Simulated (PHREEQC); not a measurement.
1 kg of water holding 0.0066 mol/kgw SrCl2, 0.025 mol/kgw CaCl2, 0.0072 mol/kgw MgCl2, 0.44 mol/kgw NaCl and 0.055 mol/kgw KCl is evaporated at 25 °C; the solids stay in contact with the brine. CO2 from the air is kept out. The run lets Bischofite, Brucite, Carnallite, Halite, Portlandite, Sylvite, MgCl2_4H2O precipitate or redissolve, and no other solid.

Equilibrium calculation in PHREEQC: Pitzer model, pitzer.dat.

**Question.** Predict ionic strength at water left (kg) = 1, 0.2533.

**Answer.** 
```csv
water left (kg),ionic strength
1,0.611
0.2533,2.41
```
